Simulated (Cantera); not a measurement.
An adiabatic, constant-pressure homogeneous reactor starts with CH₄ : O₂ : N₂ = 1 : 2 : 7.52 (molar parts), equivalence ratio 1.0, at 950 K and 5.00 bar.

Computed with Cantera and GRI-Mech 3.0 (53 species, 325 reactions). Below about 1000 K GRI-Mech 3.0 lacks low-temperature oxidation paths.

### Question
Predict: time of steepest temperature rise; temperature at 0.800 s; equilibrium temperature; x(O₂) at 0.800 s; x(OH) at 0.800 s; x(H) at 0.800 s.

### Answer
```
Quantity                                                             Value
---------------------------------  ---------------------------------------
time of steepest temperature rise                                  0.442 s
temperature at 0.800 s                                              2593 K
equilibrium temperature                                             2593 K
x(O₂) at 0.800 s                   0.00919 (gas-phase equilibrium 0.00919)
x(OH) at 0.800 s                   0.00775 (gas-phase equilibrium 0.00775)
x(H) at 0.800 s                    0.00146 (gas-phase equilibrium 0.00146)
```
